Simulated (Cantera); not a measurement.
# Premixed flame

A freely propagating, adiabatic, planar premixed flame of 6.50 % CH4, 0.481 % H2, 19.5 % O2, 73.5 % N2, equivalence ratio 0.68, unburnt at 550 K and 240 Torr; multicomponent transport, grid criteria slope 0.08 and curve 0.16, no radiation.

Detailed kinetics in Cantera: GRI-Mech 3.0 (53 species, 325 reactions). Burning velocities carry a grid error of a few per cent, more on coarse grids.

```tsv
z (mm)	T (K)	u (m/s)	x CH4	x H2	x O2	x CH2O	x CH2CO	x HCO
-3.34	550	1.02	0.0650	0.00509	0.195	5.11e-8	<1e-8	<1e-8
-2.22	551	1.03	0.0649	0.00568	0.195	1.03e-6	<1e-8	<1e-8
-1.67	555	1.04	0.0647	0.00639	0.194	6.34e-6	<1e-8	<1e-8
-1.11	590	1.10	0.0627	0.00790	0.192	5.94e-5	1.20e-7	<1e-8
-0.556	857	1.62	0.0478	0.0107	0.171	0.000380	4.17e-6	3.13e-7
-0.278	1176	2.23	0.0279	0.0121	0.142	0.000690	2.03e-5	7.18e-6
0	1497	2.86	0.00756	0.0112	0.104	0.000564	3.05e-5	3.59e-5
0.278	1633	3.12	0.000731	0.00775	0.0821	9.77e-5	5.87e-6	1.24e-5
0.556	1672	3.18	4.27e-5	0.00584	0.0741	6.55e-6	3.35e-7	1.02e-6
1.11	1719	3.26	1.58e-7	0.00523	0.0691	2.65e-8	<1e-8	1.34e-8
2.22	1779	3.35	<1e-8	0.00471	0.0663	<1e-8	<1e-8	<1e-8
4.45	1847	3.47	<1e-8	0.00353	0.0647	<1e-8	<1e-8	<1e-8
8.90	1909	3.57	<1e-8	0.00218	0.0636	<1e-8	<1e-8	<1e-8
```
x: mole fraction of selected species; z is measured from the peak of heat release.

```
Quantity                     Value
------------------------  --------
laminar burning velocity  102 cm/s
thermal thickness          1.11 mm
peak x(CH2O)              0.000743
peak x(CH2CO)              3.30e-5
peak x(HCO)                3.62e-5
grid points                    132
```
